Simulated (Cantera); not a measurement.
Feed: 1 mol SiH2Cl2, 0.76 mol C2H4, 250 mol H2, held at 1950 K and 10.0 Torr.

Equilibrium computed with Cantera from the NASA thermochemical tables; the gas is ideal and each condensed phase is pure. The numbers say what is thermodynamically allowed, not how fast it happens.

```csv
species,before,after
H2,0.982,0.978
HCl,0.00777,0.0116
H,0.00984,0.00982
Cl,5.84e-5,8.77e-5
Si,8.10e-5,8.10e-5
SiCl2,7.10e-6,1.60e-5
C2H2 (acetylene),0.000537,0.000534
"C(graphite), mol",0.270,0.274
"SiC(s), mol",0.973,0.970
```
Gas species are given as mole fractions.

Problem. Name the change that produced these shifts.
(A) temperature from 1950 K to 1723 K
(B) C2H4 from 0.76 to 0.19 mol
(C) SiH2Cl2 replaced by SiHCl3
(D) C2H4 from 0.76 to 0.086 mol

Solution. C, SiH2Cl2 replaced by SiHCl3
